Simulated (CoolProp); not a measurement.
Vapour pressure (MPa) of ethylene: the reference equation beside estimates from Tc = 282.4 K, pc = 5.042 MPa, ω = 0.087. Clausius-Clapeyron is anchored at 176.6 K with a constant enthalpy of vaporisation of 13.23 kJ/mol.

Model: reference Helmholtz-energy equation of state, Smukala 2000, in CoolProp.

```
T (K)  reference  Clausius-Clapeyron  van der Waals  Redlich-Kwong  Soave-Redlich-Kwong
-----  ---------  ------------------  -------------  -------------  -------------------
172.7     0.1227              0.1241         0.4890         0.1260               0.1216
176.6     0.1521              0.1521         0.5544         0.1577               0.1509
180.5     0.1866              0.1848         0.6256         0.1950               0.1854
184.4     0.2267              0.2226         0.7026         0.2385               0.2256
188.3     0.2731              0.2662         0.7857         0.2889               0.2721
192.2     0.3263              0.3160         0.8751         0.3467               0.3256
196.1     0.3869              0.3726         0.9709         0.4125               0.3865
200       0.4555              0.4365          1.073         0.4868               0.4557
203.9     0.5327              0.5083          1.183         0.5703               0.5337
207.8     0.6192              0.5884          1.299         0.6636               0.6211
211.7     0.7156              0.6776          1.422         0.7672               0.7187
215.6     0.8225              0.7763          1.553         0.8818               0.8271
219.5     0.9406              0.8851          1.691          1.008               0.9470
223.4      1.071               1.005          1.836          1.146                1.079
```

Absolute difference from the reference over all 14 rows, mean and median: Clausius-Clapeyron 3.6 and 3.9 %, van der Waals 158.7 and 143.3 %, Redlich-Kwong 6.0 and 6.7 %, Soave-Redlich-Kwong 0.5 and 0.5 %.
